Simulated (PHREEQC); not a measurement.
Solution (37 °C): 0.0225 mol/kgw HCl and 0.012 mol/kgw CuCl2. Closed to the air; pH follows from the charge balance.

Model: ion-association model, wateq4f.dat, run in PHREEQC.

No solid was allowed to form.

Problem. Order these Cu species by the share of Cu that they hold, largest first: Cu+2, CuCl+, CuCl2.

Solution. Cu+2 (91 %), CuCl+ (9.0 %), CuCl2 (0.16 %)

The pH is 1.72 and the ionic strength 0.0563 mol/kgw. Complexes and solids missing from the database can't appear. At this temperature some constants are extrapolated from 25 °C, and those without enthalpy data are left unchanged.
